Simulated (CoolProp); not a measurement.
Ethylbenzene along the isobar 3760 kPa: fugacity coefficient from the reference equation and from simpler models built on Tc = 617.1 K, pc = 3622 kPa, ω = 0.304; each cubic takes its own stable root.

Values from CoolProp's reference Helmholtz-energy equation of state, Zhou 2012.

```
T (K)          phase  reference  van der Waals  Redlich-Kwong  Soave-Redlich-Kwong
-----  -------------  ---------  -------------  -------------  -------------------
446.9         liquid    0.07110         0.2362         0.1177              0.07364
459.3         liquid    0.09076         0.2640              …              0.09431
471.6         liquid     0.1137         0.2928         0.1712               0.1185
484           liquid     0.1404         0.3230         0.2023               0.1466
496.4         liquid     0.1708         0.3542         0.2363               0.1788
508.7         liquid          …         0.3862         0.2725               0.2146
521.1         liquid     0.2426         0.4191         0.3114               0.2546
533.5         liquid     0.2842         0.4527         0.3523               0.2984
545.8         liquid     0.3288         0.4865         0.3947               0.3452
558.2         liquid     0.3770         0.5207         0.4388               0.3953
570.5         liquid          …         0.5547              …               0.4474
582.9         liquid     0.4807         0.5888         0.5287               0.5016
595.3         liquid     0.5353         0.6222         0.5736               0.5563
607.6         liquid     0.5899         0.6542         0.6167               0.6095
620    supercritical     0.6421              …         0.6564                    …
```

Some entries are withheld; supply them.


- 459.3, Redlich-Kwong: 0.1431
- 508.7, reference: 0.2047
- 570.5, reference: 0.4275
- 570.5, Redlich-Kwong: 0.4834
- 620, van der Waals: 0.6842
- 620, Soave-Redlich-Kwong: 0.6581
